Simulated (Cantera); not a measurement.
Input: 1 mol CH₂F₂, at 72.0 Pa.

Equilibrium computed with Cantera from the NASA thermochemical tables; the gas is ideal and each condensed phase is pure. Candidate condensed phases: C, C₆H₆, C₇H₈, C₈H₁₈; 95 gas species. Rates play no part.

log p: log10 of the partial pressure in bar; n: condensed amount in mol.

| T (K) | log p HF | log p F | log p H | log p H₂ | log p CF | log p CF₂ | n C(graphite) |
|---|---|---|---|---|---|---|---|
| 1675 | -3.14 | -7.29 | -7.79 | -7.72 | -10.46 | -8.83 | 1.000 |
| 1725 | -3.14 | -7.06 | -7.49 | -7.53 | -10.08 | -8.69 | 1.000 |
| 1775 | -3.14 | (withheld) | (withheld) | (withheld) | (withheld) | (withheld) | 1.000 |
| 1825 | -3.14 | -6.63 | -6.95 | -7.19 | -9.38 | -8.42 | 1.000 |
| 1875 | -3.14 | -6.43 | -6.70 | -7.04 | -9.05 | -8.29 | 1.000 |
| 1925 | -3.14 | -6.24 | -6.47 | -6.90 | -8.74 | -8.17 | 1.000 |
| 1975 | -3.14 | (withheld) | (withheld) | (withheld) | (withheld) | (withheld) | 1.000 |
| 2025 | -3.14 | -5.88 | -6.04 | -6.65 | -8.16 | -7.93 | 1.000 |
| 2075 | -3.14 | -5.71 | -5.85 | -6.54 | -7.89 | -7.81 | 1.000 |
| 2125 | -3.15 | -5.54 | -5.66 | -6.44 | -7.63 | -7.70 | 1.000 |
| 2175 | -3.15 | -5.39 | -5.48 | -6.35 | -7.38 | -7.59 | 1.000 |

Task: Fill in the missing entries.

Result: 
- 1775, log p F: -6.84
- 1775, log p H: -7.21
- 1775, log p H₂: -7.35
- 1775, log p CF: -9.72
- 1775, log p CF₂: -8.55
- 1975, log p F: -6.05
- 1975, log p H: -6.25
- 1975, log p H₂: -6.77
- 1975, log p CF: -8.44
- 1975, log p CF₂: -8.05
